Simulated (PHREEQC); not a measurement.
0.052 g of hydrous ferric oxide (600 m²/g; 0.2 weak and 0.005 strong sites per Fe, Dzombak-Morel constants, diffuse double layer) in 1 kg of water with 0.1 mol/kgw of an inert sodium salt and 0.00018 mmol/kgw H3BO3, 0.074 mmol/kgw Na2SO4 and 0.068 mmol/kgw Na2HAsO4, at 25 °C; the pH is set by adding NaOH or the inert anion's acid. O2 is buffered at 0.21 atm. CO2 from the air is kept out. Nothing may precipitate in this run.

Base run: PHREEQC, ion-association model, wateq4f.dat. Each further column changes one thing. The table gives As sorbed (%).

```tsv
pH	base	no electrostatic term (-no_edl)	background salt from 0.1 to 0.01 mol/kgw	oxide from 0.052 to 0.26 g/kgw	1.8e-05 mol/kgw NaH2PO4 added
3	99.5	86.0	99.6	100.0	98.9
4	99.5	87.4	…	100.0	98.6
5	99.0	88.4	99.5	100.0	96.6
6	96.6	…	…	100.0	91.5
7	87.5	96.3	88.3	100.0	81.2
8	57.8	99.2	59.8	…	55.2
9	26.8	99.9	24.1	86.3	26.5
```

Problem. What belongs in the gaps?

Solution. 
- 4, background salt from 0.1 to 0.01 mol/kgw: 99.7
- 6, no electrostatic term (-no_edl): 92.5
- 6, background salt from 0.1 to 0.01 mol/kgw: 97.5
- 8, oxide from 0.052 to 0.26 g/kgw: 99.1

The oxide is taken as insoluble; below pH 4 it would dissolve. H3PO4, which wateq4f.dat lacks, is added to it with the constant of phreeqc.dat.
